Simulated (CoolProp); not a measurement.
Saturation properties of R1233zd(E) (Tc = 438.9 K, pc = 3.583 MPa, ω = 0.304).

Values from CoolProp's reference Helmholtz-energy equation of state, Akasaka 2022.

```tsv
T (K)	p (MPa)	liquid density (kg/m³)	vapour density (kg/m³)	enthalpy of vaporisation (kJ/kg)
323.8	0.2996	1198	15.96	177.2
330.1	0.3594	1181	19.04	173.5
336.4	0.4280	1164	22.58	169.6
342.7	0.5060	1146	26.65	165.6
349	0.5943	1128	31.31	161.3
355.3	0.6938	1108	36.63	156.8
361.6	0.8053	1089	42.71	152.1
367.9	0.9298	1068	49.67	147.1
374.2	1.068	1046	57.64	141.8
380.5	1.221	1023	66.79	136.2
386.8	1.391	998.8	77.34	130.1
```

It boils at 291.3 K under 1 atm.
